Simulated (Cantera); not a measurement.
# Catalytic combustion on Pt

An isothermal plug-flow reactor at 550 K and 2.90 bar (inlet), inlet velocity 0.19 m/s, active area per volume 1100 1/m; feed 0.263 % H₂, 1.94 % O₂, 90.3 % N₂, 7.54 % H₂O.

Computed with Cantera and Deutschmann's 1995 Pt surface mechanism with GRI-Mech 3.0 gas chemistry. Catalytic surfaces can have several steady states; this one follows from the mechanism file's or the stated starting coverage. Mass transfer to the wall is taken as infinitely fast.

```csv
z (m),x H₂,x O₂,x H₂O,θ free Pt,θ O*,θ OH*
3.5e-05,0.00118,0.0187,0.0769,0.0978,0.806,0.0942
5.9e-05,0.000848,0.0185,0.0773,0.0711,0.845,0.0824
9.8e-05,0.000582,0.0184,0.0775,0.0492,0.880,0.0700
0.00016,0.000388,0.0183,0.0777,0.0329,0.908,0.0582
0.00027,0.000243,0.0183,0.0779,0.0207,0.932,0.0468
0.00046,0.000148,0.0182,0.0780,0.0126,0.950,0.0369
0.00076,9.10e-5,0.0182,0.0780,0.00780,0.963,0.0292
0.0013,5.38e-5,0.0182,0.0781,0.00462,0.973,0.0226
0.0021,3.35e-5,0.0181,0.0781,0.00289,0.979,0.0179
0.0035,2.01e-5,0.0181,0.0781,0.00175,0.984,0.0140
```
x: gas mole fraction; θ: surface coverage.
